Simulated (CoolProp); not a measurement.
Vapour-liquid equilibrium of R113 (1) + n-hexane (2) at 363.7 K; x and y are mole fractions of (1).

The numbers come from the multi-fluid Helmholtz-energy mixture model, Marx 1992 and Thol 2019; pair parameters Bell 2016 in CoolProp.

| x | bubble pressure, mixture model (MPa) | bubble pressure, Raoult's law (MPa) | y, mixture model | y, Raoult's law |
|---|---|---|---|---|
| 0.05 | 0.2041 | 0.1996 | … | 0.087 |
| 0.125 | 0.2211 | 0.2113 | 0.228 | 0.206 |
| 0.2 | … | 0.2230 | 0.332 | 0.312 |
| 0.275 | 0.2508 | 0.2347 | 0.421 | 0.407 |
| 0.35 | 0.2639 | 0.2463 | 0.498 | 0.494 |
| 0.425 | 0.2761 | 0.2580 | 0.567 | 0.572 |
| 0.5 | … | 0.2697 | 0.631 | 0.644 |
| 0.575 | 0.2981 | 0.2813 | 0.690 | 0.710 |
| 0.65 | … | 0.2930 | 0.746 | 0.771 |
| 0.725 | 0.3175 | 0.3047 | 0.801 | 0.827 |
| 0.8 | 0.3263 | 0.3164 | 0.854 | 0.879 |
| 0.875 | 0.3347 | 0.3280 | 0.908 | 0.927 |
| 0.95 | 0.3425 | 0.3397 | 0.963 | 0.972 |

**Question.** What belongs in the gaps?

**Answer.** 
- 0.05, y, mixture model: 0.102
- 0.2, bubble pressure, mixture model (MPa): 0.2366
- 0.5, bubble pressure, mixture model (MPa): 0.2875
- 0.65, bubble pressure, mixture model (MPa): 0.3081

The largest gap from Raoult's law is +7.1 % in bubble pressure, at x = 0.35. No azeotrope shows between x = 0.05 and 0.95.

The pair parameters rest on a limited set of measurements; away from them the model extrapolates.
